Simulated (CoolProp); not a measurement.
Nitrogen along the isotherm 129.3 K: fugacity coefficient from the reference equation and from simpler models built on Tc = 126.2 K, pc = 3.396 MPa, ω = 0.037; each cubic takes its own stable root.

Values from CoolProp's reference Helmholtz-energy equation of state, Span 2000.

| p (MPa) | phase | reference | Redlich-Kwong | Soave-Redlich-Kwong | Peng-Robinson |
|---|---|---|---|---|---|
| 1.06 | gas | 0.9052 | 0.9027 | 0.9028 | 0.8924 |
| 2.12 | gas | 0.8120 | 0.8081 | 0.8084 | 0.7904 |
| 3.18 | gas | 0.7180 | 0.7137 | 0.7141 | 0.6912 |
| 4.24 | supercritical | 0.6100 | 0.6085 | 0.6094 | 0.5853 |
| 5.31 | supercritical | 0.5178 | 0.5206 | 0.5215 | 0.4978 |
| 6.37 | supercritical | 0.4559 | 0.4609 | 0.4618 | 0.4383 |
| 7.43 | supercritical | 0.4118 | 0.4180 | 0.4188 | 0.3954 |
| 8.49 | supercritical | 0.3790 | 0.3859 | 0.3867 | 0.3631 |
